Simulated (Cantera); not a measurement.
Input (Python, Cantera) and output of one run.

```python
import numpy as np
import cantera as ct

gas_names = [...]  # 95 gases of nasa_gas.yaml made of C, F, H
cond_names = """
    C(gr) C6H6(L) C7H8(L) C8H18(L),n-octa
""".split()


# ... load() reads the species with a 1 bar reference pressure and builds the phases ...
atoms = {
    'CH2F2': {'C': 1, 'H': 2, 'F': 2},
    'H2': {'H': 2},
}
top_T = {'C(gr)': 4500}  # K; cautious upper limits of use, not melting points


# ... equilibrate(T, P, feed) seeds the gas with the atoms and calls Mixture.equilibrate('TP', solver="vcs", rtol=1e-11, max_steps=5000) ...
results = []
feed = {'CH2F2': 1, 'H2': 1.2}  # mol
T = 2575  # K
P = 1.3  # Pa
mix = equilibrate(T, P, feed)
results.append((T, P, feed, dict(zip(mix.species_names, mix.species_moles))))
x = sorted(zip(gas.X, gas.species_names), reverse=True)
print(f"T = {T:g} K  P = {P:g} Pa  gas = {mix.phase_moles(0):.4g} mol")
print("   x: " + "  ".join(f"{s} {v:.3e}" for v, s in x if v > 1e-05))
print("   condensed (mol): " + ("  ".join(f"{mix.phase(i).name} {mix.phase_moles(i):.4g}"
      for i in range(1, mix.n_phases) if mix.phase_moles(i) > 1e-12) or "none"))
```

It prints:

```
T = 2575 K  P = 1.3 Pa  gas = 5.42 mol
   x: H 5.482e-01  HF 2.566e-01  F 1.091e-01  C3 4.737e-02  C 2.565e-02  C2 6.011e-03  CF 3.281e-03  H2 3.257e-03  C2H 3.662e-04  C5 1.050e-04  C4 2.903e-05  C2H2,acetylene 2.597e-05
   condensed (mol): none
```

Equilibrium computed with Cantera from the NASA thermochemical tables; the gas is ideal and each condensed phase is pure.
